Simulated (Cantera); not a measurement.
Input: 1 mol SiCl₄, a varied amount of H₂O, 6.6 mol N₂, held at 773 K and 1.73 Torr.

Cantera equilibrium calculation (NASA polynomials, part measured and part estimated; ideal gas, pure solids and liquids). Candidate condensed phases: H₂O, NH₄Cl, Si, SiO₂, Si₂N₂O, Si₃N₄; 47 gas species. Kinetics and transport are ignored.

log p: log10 of the partial pressure in bar; n: condensed amount in mol.

| n(H₂O) (mol) | log p N₂ | log p H₂O | log p HCl | log p SiCl₄ | log p H₂ | log p Cl₂ | log p Cl | n SiO₂(α-quartz) |
|---|---|---|---|---|---|---|---|---|
| 0.67 | -2.75 | -11.68 | -3.45 | -3.75 | -10.10 | -10.21 | -10.42 | 0.335 |
| 0.95 | -2.77 | -11.36 | -3.31 | -3.87 | -9.97 | -10.07 | -10.35 | 0.475 |
| 1.4 | -2.81 | -10.95 | -3.18 | -4.15 | -9.84 | -9.93 | -10.28 | 0.700 |
| 1.9 | -2.84 | ___ | -3.08 | ___ | -9.75 | -9.82 | -10.22 | 0.950 |
| 2.7 | -2.87 | -3.85 | -3.09 | <-14 | -9.76 | -9.84 | -10.23 | 1.00 |
| 3.9 | -2.92 | ___ | -3.13 | <-14 | -9.80 | -9.88 | -10.25 | 1.00 |
| 5.5 | -2.97 | -3.24 | -3.19 | <-14 | -9.85 | -9.94 | -10.28 | 1.00 |
| 7.9 | -3.04 | -3.08 | -3.25 | <-14 | -9.91 | -10.01 | -10.32 | 1.00 |
| 11 | -3.11 | -2.98 | -3.33 | <-14 | -9.98 | -10.09 | -10.35 | 1.00 |

Problem. Fill in the missing entries.

Solution. 
- 1.9, log p H₂O: -10.34
- 1.9, log p SiCl₄: -4.96
- 3.9, log p H₂O: -3.46
